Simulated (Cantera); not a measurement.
What does this Cantera script print?

```python
import numpy as np
import cantera as ct

gas_names = """
    CL CL2 H HCL H2
""".split()
cond_names = """

""".split()


# ... load() reads the species with a 1 bar reference pressure and builds the phases ...
atoms = {
    'HCl': {'H': 1, 'CL': 1},
    'H2': {'H': 2},
}
top_T = {}  # K; cautious upper limits of use, not melting points


# ... equilibrate(T, P, feed) seeds the gas with the atoms and calls Mixture.equilibrate('TP', solver="vcs", rtol=1e-11, max_steps=5000) ...
results = []
feed = {'HCl': 1, 'H2': 0.26}  # mol
P = 1000  # Pa
for T in [1175, 1325, 1475, 1625, 1775, 1925, 2075, 2225, 2375, 2525, 2675]:
    mix = equilibrate(T, P, feed)
    results.append((T, P, feed, dict(zip(mix.species_names, mix.species_moles))))

top = {s: max(r[3][s] / sum(r[3][g] for g in gas_names) for r in results) for s in gas_names}
cols = sorted((s for s in top if top[s] > 1e-06), key=lambda s: -top[s])[:7]
seen = [c for c in cond_names if any(r[3].get(c, 0) > 1e-12 for r in results)]
print("log10 of partial pressures in bar; condensed amounts in mol")
print(f"{'T/K':>10s}" + "".join(f"{s[:9]:>10s}" for s in cols + seen))
for T, P, feed, n in results:
    ng = sum(n[g] for g in gas_names)
    print(f"{T:10.4g}" + "".join(f"{np.log10(max(n[s] / ng * P / 1e5, 1e-99)):10.3f}" for s in cols)
          + "".join(f"{n.get(c, 0):10.4g}" for c in seen))
```

Output:

```
log10 of partial pressures in bar; condensed amounts in mol
       T/K       HCL        CL         H        H2       CL2
      1175    -2.100    -7.728    -8.254    -2.685   -10.573
      1325    -2.100    -6.621    -7.129    -2.685    -9.619
      1475    -2.101    -5.736    -6.230    -2.685    -8.857
      1625    -2.101    -5.014    -5.494    -2.685    -8.237
      1775    -2.104    -4.415    -4.880    -2.684    -7.725
      1925    -2.111    -3.914    -4.360    -2.681    -7.305
      2075    -2.128    -3.497    -3.912    -2.675    -6.971
      2225    -2.164    -3.159    -3.522    -2.666    -6.727
      2375    -2.230    -2.895    -3.182    -2.663    -6.577
      2525    -2.334    -2.698    -2.893    -2.681    -6.518
      2675    -2.489    -2.563    -2.657    -2.740    -6.545
```

Equilibrium computed with Cantera from the NASA thermochemical tables; the gas is ideal and each condensed phase is pure.
